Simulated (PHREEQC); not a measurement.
Consider water at 15 °C with 0.0012 mol/kgw NaHSO4, 4e-05 mol/kgw NaOH and 0.013 mol/kgw NaCl. Closed to the air; pH follows from the charge balance.

Equilibrium calculation in PHREEQC: ion-association model, wateq4f.dat.

Each row changes one thing in this solution. This is a speciation only: nothing precipitates in the calculation.

```
case                                             pH  ionic strength (mol/kgw)  SI of Halite (NaCl)
---------------------------------------------  ----  ------------------------  -------------------
as made                                        3.00                    0.0164                -5.40
NaOH from 4e-05 to 0.0002 mol/kgw              3.07                    0.0164                -5.40
temperature from 15 to 75 °C                   3.06                    0.0161                -5.53
NaHSO4 from 0.0012 to 0.006 mol/kgw            2.36                    0.0285                -5.31
NaHSO4 replaced by NaBF4 at the same molality  3.10                    0.0151                -5.40
temperature from 15 to 60 °C                   3.04                    0.0162                -5.51
NaHSO4 replaced by H2SO4 at the same molality  2.69                    0.0163                -5.44
NaHSO4 left out                                9.90                    0.0130                -5.43
temperature from 15 to 35 °C                   3.02                    0.0163                -5.45
```

Away from 25 °C the constants follow the database's enthalpies or fits; those with neither stay at their 25 °C values. Real BF4- forms and hydrolyses slowly; the run takes it at equilibrium.
